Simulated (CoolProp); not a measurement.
Vapour-liquid equilibrium of acetone (1) + methanol (2) at 34.15 °C; x and y are mole fractions of (1).

The numbers come from the multi-fluid Helmholtz-energy mixture model, Lemmon 2006 and de Reuck 1993; pair parameters Bell 2016 in CoolProp.

```json
[
 {"x": "0.05", "bubble pressure (kPa)": "29.77", "y at the bubble point": "0.137", "dew pressure at overall composition x (kPa)": "27.89", "liquid density (mol/L)": "23.38"},
 {"x": "0.2", "bubble pressure (kPa)": "35.84", "y at the bubble point": "0.374", "dew pressure at overall composition x (kPa)": "31.24", "liquid density (mol/L)": "21.02"},
 {"x": "0.35", "bubble pressure (kPa)": "39.61", "y at the bubble point": "0.510", "dew pressure at overall composition x (kPa)": "35.16", "liquid density (mol/L)": "19.04"},
 {"x": "0.5", "bubble pressure (kPa)": "42.17", "y at the bubble point": "0.613", "dew pressure at overall composition x (kPa)": "39.35", "liquid density (mol/L)": "17.37"},
 {"x": "0.65", "bubble pressure (kPa)": "43.95", "y at the bubble point": "0.711", "dew pressure at overall composition x (kPa)": "42.92", "liquid density (mol/L)": "15.94"},
 {"x": "0.8", "bubble pressure (kPa)": "45.02", "y at the bubble point": "0.817", "dew pressure at overall composition x (kPa)": "44.91", "liquid density (mol/L)": "14.72"},
 {"x": "0.95", "bubble pressure (kPa)": "45.19", "y at the bubble point": "0.947", "dew pressure at overall composition x (kPa)": "45.18", "liquid density (mol/L)": "13.66"}
]
```

y crosses x between x = 0.8 and 0.95: the model has an azeotrope there.

Pair parameters are fitted to limited data, so mixtures are less certain than the pure fluids.
